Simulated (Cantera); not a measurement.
Charge: 1 mol SiHCl3, 9.6 mol NH3, 83 mol N2, held at 10.0 mbar.

These are equilibrium values from Cantera (NASA tables, ideal gas, pure condensed phases), not measurements of a reactor. Candidate condensed phases: NH4Cl, Si, Si3N4; 28 gas species. Gases not in the tables: Si2H6 and higher silanes. Kinetics and transport are ignored.

**Question.** Which condensed phases are stable at each of these points (T (K)): 900, 1000, 1100, 1200, 1300, 1400, 1500, 1600, 1700, 1800, 1900, 2000, 2100?

**Answer.** 
| T (K) | condensed phases | Si condensed (%) |
|---|---|---|
| 900 | Si3N4(s) | 99.9 |
| 1000 | Si3N4(s) | 100.0 |
| 1100 | Si3N4(s) | 100.0 |
| 1200 | Si3N4(s) | 99.9 |
| 1300 | Si3N4(s) | 99.7 |
| 1400 | Si3N4(s) | 98.4 |
| 1500 | Si3N4(s) | 93.6 |
| 1600 | Si3N4(s) | 81.0 |
| 1700 | Si3N4(s) | 59.1 |
| 1800 | Si(l) | 30.8 |
| 1900 | Si(l) | 21.8 |
| 2000 | gas only | 0.0 |
| 2100 | gas only | 0.0 |

From 900 K to 1700 K the condensed part is Si3N4(s). From 1800 K to 1900 K the condensed part is Si(l). From 2000 K to 2100 K nothing is condensed.
